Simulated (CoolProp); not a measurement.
Vapour-liquid equilibrium of R134a (1) + R141b (2) at 0.173 MPa; x and y are mole fractions of (1).

The numbers come from the multi-fluid Helmholtz-energy mixture model, Tillner-Roth 1994 and Lemmon 2006; pair parameters Bell 2016 in CoolProp.

**Question.** Give the bubble temperature and the first vapour's composition at x = 0.2, 0.35, 0.8. Is there an azeotrope?

**Answer.** x = 0.2: 286.8 K, y = 0.750; x = 0.35: 276.2 K, y = 0.863; x = 0.8: 263.3 K, y = 0.964. No azeotrope shows between x = 0.05 and 0.95.

The pair parameters rest on a limited set of measurements; away from them the model extrapolates.
